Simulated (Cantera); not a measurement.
Input: 1 mol Si, 0.0013 mol O₂, 86 mol H₂, held at 0.383 Torr.

Equilibrium computed with Cantera from the NASA thermochemical tables; the gas is ideal and each condensed phase is pure. Candidate condensed phases: H₂O, Si, SiO₂; 18 gas species. The numbers say what is thermodynamically allowed, not how fast it happens.

**Question.** At 1425 K, list the 3 most abundant gas species with their mole fractions, and the condensed phases.

**Answer.** H₂ 1.000, H 0.000302, SiO 3.02e-5. Condensed: Si(s).
